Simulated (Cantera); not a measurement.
Input (Python, Cantera) and output of one run.

```python
import numpy as np
import cantera as ct

gas_names = """
    AL ALCL ALCL2 ALCL3 ALH ALN ALO ALOCL ALOH ALO2 ALO2H AL2 AL2CL6 AL2O AL2O2 CL CLO CL2 H HALO HCL
    HNO HNO2 HNO3 HOCL HO2 H2 H2O H2O2 N NH NH2 NH3 NH2OH NO NO2 NO3 N2 N2H2 N2H4 N2O O OH O2 O3
""".split()
cond_names = """
    AL(cr) AL(L) ALCL3(s) ALCL3(L) ALN(s) AL2O3(a) AL2O3(L) H2O(s) H2O(L) NH4CL(a) NH4CL(b)
""".split()


def load(file, names, dense=False):
    # The tables refer to 1 bar. Condensed volumes are neglected.
    table = {s.name: s for s in ct.Species.list_from_file(file)}
    out = []
    for n in names:
        d = dict(table[n].input_data)
        d["thermo"] = dict(d["thermo"], **{"reference-pressure": 1e5})
        if dense:
            d["equation-of-state"] = {"model": "constant-volume", "density": "1e6 g/cm^3"}
        out.append(ct.Species.from_dict(d))
    return out


gas = ct.Solution(thermo="ideal-gas", species=load("nasa_gas.yaml", gas_names))
cond = {s.name: ct.Solution(thermo="fixed-stoichiometry", species=[s], name=s.name)
        for s in load("nasa_condensed.yaml", cond_names, dense=True)}
atoms = {
    'AlN': {'AL': 1, 'N': 1},
    'O2': {'O': 2},
    'H2': {'H': 2},
    'HCl': {'H': 1, 'CL': 1},
}
top_T = {'ALN(s)': 2750}  # K; cautious upper limits of use, not melting points


def equilibrate(T, P, feed):
    n = {}
    for name, mol in feed.items():
        for a, k in atoms[name].items():
            n[a] = n.get(a, 0.0) + k * mol
    gas.TPX = T, P, n
    mass = sum(n.values()) * gas.mean_molecular_weight
    gas.equilibrate("TP")
    valid = [c for c in cond.values() if c.min_temp <= T <= top_T.get(c.name, c.max_temp)]
    mix = ct.Mixture([(gas, mass / gas.mean_molecular_weight)] + [(c, 0.0) for c in valid])
    mix.T, mix.P = T, P
    mix.equilibrate("TP", solver="vcs", rtol=1e-11, max_steps=5000)
    return mix


results = []
feed = {'AlN': 1, 'O2': 11, 'H2': 70, 'HCl': 36}  # mol
P = 7.1  # Pa
for T in [1073, 1123, 1173, 1223, 1273, 1323, 1373, 1423, 1473, 1523, 1573]:
    mix = equilibrate(T, P, feed)
    results.append((T, P, feed, dict(zip(mix.species_names, mix.species_moles))))
    x = sorted(zip(gas.X, gas.species_names), reverse=True)
    print(f"T = {T:g} K  P = {P:g} Pa  gas = {mix.phase_moles(0):.4g} mol")
    print("   x: " + "  ".join(f"{s} {v:.3e}" for v, s in x if v > 0.001))
    print("   condensed (mol): " + ("  ".join(f"{mix.phase(i).name} {mix.phase_moles(i):.4g}"
          for i in range(1, mix.n_phases) if mix.phase_moles(i) > 1e-12) or "none"))
```

Result:

```
T = 1073 K  P = 7.1 Pa  gas = 106.5 mol
   x: H2 4.648e-01  HCL 3.380e-01  H2O 1.925e-01  N2 4.695e-03
   condensed (mol): AL2O3(a) 0.5
T = 1123 K  P = 7.1 Pa  gas = 106.5 mol
   x: H2 4.648e-01  HCL 3.380e-01  H2O 1.925e-01  N2 4.695e-03
   condensed (mol): AL2O3(a) 0.5
T = 1173 K  P = 7.1 Pa  gas = 106.5 mol
   x: H2 4.648e-01  HCL 3.380e-01  H2O 1.925e-01  N2 4.695e-03
   condensed (mol): AL2O3(a) 0.5
T = 1223 K  P = 7.1 Pa  gas = 106.5 mol
   x: H2 4.648e-01  HCL 3.380e-01  H2O 1.925e-01  N2 4.695e-03
   condensed (mol): AL2O3(a) 0.5
T = 1273 K  P = 7.1 Pa  gas = 106.5 mol
   x: H2 4.648e-01  HCL 3.380e-01  H2O 1.925e-01  N2 4.695e-03
   condensed (mol): AL2O3(a) 0.5
T = 1323 K  P = 7.1 Pa  gas = 106.5 mol
   x: H2 4.647e-01  HCL 3.379e-01  H2O 1.925e-01  N2 4.694e-03
   condensed (mol): AL2O3(a) 0.5
T = 1373 K  P = 7.1 Pa  gas = 106.5 mol
   x: H2 4.646e-01  HCL 3.378e-01  H2O 1.924e-01  N2 4.694e-03
   condensed (mol): AL2O3(a) 0.5
T = 1423 K  P = 7.1 Pa  gas = 106.5 mol
   x: H2 4.645e-01  HCL 3.376e-01  H2O 1.924e-01  N2 4.693e-03
   condensed (mol): AL2O3(a) 0.5
T = 1473 K  P = 7.1 Pa  gas = 106.6 mol
   x: H2 4.642e-01  HCL 3.371e-01  H2O 1.923e-01  N2 4.691e-03  H 1.023e-03
   condensed (mol): AL2O3(a) 0.5
T = 1523 K  P = 7.1 Pa  gas = 106.7 mol
   x: H2 4.637e-01  HCL 3.364e-01  H2O 1.922e-01  N2 4.688e-03  H 1.868e-03  CL 1.087e-03
   condensed (mol): AL2O3(a) 0.5
T = 1573 K  P = 7.1 Pa  gas = 106.8 mol
   x: H2 4.629e-01  HCL 3.353e-01  H2O 1.919e-01  N2 4.683e-03  H 3.283e-03  CL 1.890e-03
   condensed (mol): AL2O3(a) 0.5
```

Equilibrium computed with Cantera from the NASA thermochemical tables; the gas is ideal and each condensed phase is pure.
